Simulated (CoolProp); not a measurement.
The fluid at 350.01 K and 15.5 MPa is throttled through a valve to 3.2 MPa with no heat exchange. The same conditions are run with several fluids, on thermodynamics alone (safety and materials aside).

Computed with CoolProp (reference Helmholtz-energy equation of state of each fluid (R22: Kamei 1995; o-xylene: Zhou 2012; 1,2-dichloroethane: Thol 2015; R113: Marx 1992; n-nonane: Lemmon 2006)).

Rank R22, o-xylene, 1,2-dichloroethane, R113, n-nonane by temperature change (K), highest first.

o-xylene (+5.0), n-nonane (+4.6), 1,2-dichloroethane (+4.3), R113 (+3.8), R22 (-5.8)

| fluid | final density (kg/m³) |
|---|---|
| R22 | 966 |
| o-xylene | 830 |
| 1,2-dichloroethane | 1170 |
| R113 | 1440 |
| n-nonane | 673 |
